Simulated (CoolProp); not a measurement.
Aqueous lithium chloride as a coolant, 8 % by mass, freezing at -9.1 °C, 1 atm.

Model: Melinder's fits for secondary coolants, in CoolProp.

```
T (°C)  density (kg/m³)  cp (kJ/(kg K))  Prandtl number  conductivity (W/(m K))
------  ---------------  --------------  --------------  ----------------------
-5.1                  ?           3.739            18.5                   0.538
5.9                1047           3.749            12.7                   0.556
16.9                  ?           3.762            9.27                       ?
27.8                  ?               ?            7.08                   0.590
38.8               1039           3.789               ?                       ?
```

Some entries are withheld; supply them.


- -5.1, density (kg/m³): 1048
- 16.9, density (kg/m³): 1045
- 16.9, conductivity (W/(m K)): 0.573
- 27.8, density (kg/m³): 1042
- 27.8, cp (kJ/(kg K)): 3.775
- 38.8, Prandtl number: 5.51
- 38.8, conductivity (W/(m K)): 0.607
